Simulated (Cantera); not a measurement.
Mixture: C3H8 : O2 : N2 = 1 : 3.12 : 11.8 (molar parts), equivalence ratio 1.6, at 0.987 atm, adiabatic and at constant volume. Ignition delay is the time to a rise of 400 K.

Computed with Cantera and GRI-Mech 3.0 (53 species, 325 reactions). GRI-Mech 3.0 was tuned for natural gas; its chemistry of propane as a main component is partial and can be far from experiment.

Task: What does this change do: N2 11.8 to 25 parts?

Result: 
```
quantity                                                before       after
--------------------------------------------------  ----------  ----------
delay at 1175 K                                        9.96 ms     16.3 ms
delay at 1275 K                                        1.42 ms     2.37 ms
delay at 1375 K                                       0.304 ms    0.511 ms
delay at 1475 K                                        94.0 µs    0.157 ms
delay at 1575 K                                        39.1 µs     65.1 µs
delay at 1675 K                                        20.3 µs     33.6 µs
apparent activation energy between 1475 and 1675 K  160 kJ/mol  160 kJ/mol
```
